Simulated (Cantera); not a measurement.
An adiabatic, constant-pressure homogeneous reactor starts with CH4 : H2 : O2 : N2 = 1 : 0.13 : 1.21 : 7.05 (molar parts), equivalence ratio 1.7, at 1525 K and 10.0 bar.

Cantera simulation using GRI-Mech 3.0 (53 species, 325 reactions); the numbers are that mechanism's predictions, not measurements.

x: mole fraction; the columns are a selection and need not sum to one.

| t (s) | T (K) | x CH4 | x H2 | x O2 | x C2H2 | x OH | x HCN |
|---|---|---|---|---|---|---|---|
| 2.00e-6 | 1525 | 0.106 | 0.0138 | 0.129 | <1e-12 | ? | <1e-12 |
| 4.58e-6 | 1525 | 0.106 | 0.0138 | 0.129 | <1e-12 | ? | <1e-12 |
| 1.05e-5 | 1525 | 0.106 | 0.0138 | 0.129 | 1.77e-11 | ? | <1e-12 |
| 2.40e-5 | 1526 | 0.106 | 0.0138 | 0.129 | 2.42e-9 | ? | <1e-12 |
| 5.50e-5 | 1533 | 0.105 | 0.0138 | 0.128 | 1.53e-7 | ? | <1e-12 |
| 0.000126 | 1585 | 0.0939 | 0.0159 | 0.120 | 1.34e-5 | ? | 1.69e-11 |
| 0.000289 | 2498 | 8.71e-7 | 0.0869 | 6.50e-6 | 1.35e-6 | 0.000658 | 2.40e-5 |
| 0.000661 | 2498 | 1.44e-10 | 0.0869 | 6.74e-6 | <1e-12 | 0.000669 | 4.80e-7 |
| 0.00151 | 2498 | 1.42e-10 | 0.0869 | 6.76e-6 | <1e-12 | 0.000670 | 3.83e-7 |
| 0.00347 | 2498 | 1.41e-10 | 0.0869 | 6.78e-6 | <1e-12 | 0.000671 | 3.19e-7 |
| 0.00794 | 2498 | 1.40e-10 | 0.0869 | 6.79e-6 | <1e-12 | 0.000671 | 2.97e-7 |
| 0.0182 | 2498 | 1.40e-10 | 0.0869 | 6.79e-6 | <1e-12 | 0.000671 | 2.96e-7 |
| 0.0416 | 2498 | 1.40e-10 | 0.0869 | 6.79e-6 | <1e-12 | 0.000671 | 2.96e-7 |
| 0.0953 | 2498 | 1.40e-10 | 0.0869 | 6.79e-6 | <1e-12 | 0.000671 | 2.96e-7 |
| 0.218 | 2498 | 1.40e-10 | 0.0869 | 6.79e-6 | <1e-12 | 0.000671 | 2.96e-7 |
| 0.500 | 2498 | 1.40e-10 | 0.0869 | 6.79e-6 | <1e-12 | 0.000671 | 2.96e-7 |

What belongs in the gaps?


- 2.00e-6, x OH: 2.37e-8
- 4.58e-6, x OH: 6.08e-8
- 1.05e-5, x OH: 1.96e-7
- 2.40e-5, x OH: 6.35e-7
- 5.50e-5, x OH: 1.28e-6
- 0.000126, x OH: 6.48e-6
